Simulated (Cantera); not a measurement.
An adiabatic, constant-pressure homogeneous reactor starts with CH₄ : CO : O₂ : N₂ = 1 : 0.44 : 4.27 : 16.1 (molar parts), equivalence ratio 0.52, at 1375 K and 3750 Torr. Integrator tolerance rtol = 1e-08.

Model: GRI-Mech 3.0 (53 species, 325 reactions), integrated in Cantera.

What does this change do: initial temperature 1375 to 1325 K?


| quantity | before | after |
|---|---|---|
| time of steepest temperature rise | 0.950 ms | 1.69 ms |
| temperature at 4.00 s | 2403 K | 2366 K |
| equilibrium temperature | 2403 K | 2366 K |
| x(CH₄) at 4.00 s | <1e-12 (gas-phase equilibrium <1e-12) | <1e-12 (gas-phase equilibrium <1e-12) |
| x(CO) at 4.00 s | 0.00211 (gas-phase equilibrium 0.00211) | 0.00170 (gas-phase equilibrium 0.00170) |
| x(O₂) at 4.00 s | 0.0880 (gas-phase equilibrium 0.0880) | 0.0884 (gas-phase equilibrium 0.0884) |
| x(H₂O₂) at 4.00 s | 3.35e-7 (gas-phase equilibrium 3.35e-7) | 3.09e-7 (gas-phase equilibrium 3.09e-7) |
| x(C₂H₄) at 4.00 s | <1e-12 (gas-phase equilibrium <1e-12) | <1e-12 (gas-phase equilibrium <1e-12) |
| x(N₂O) at 4.00 s | 1.45e-6 (gas-phase equilibrium 1.45e-6) | 1.36e-6 (gas-phase equilibrium 1.36e-6) |
| x(C₂H) at 4.00 s | <1e-12 (gas-phase equilibrium <1e-12) | <1e-12 (gas-phase equilibrium <1e-12) |
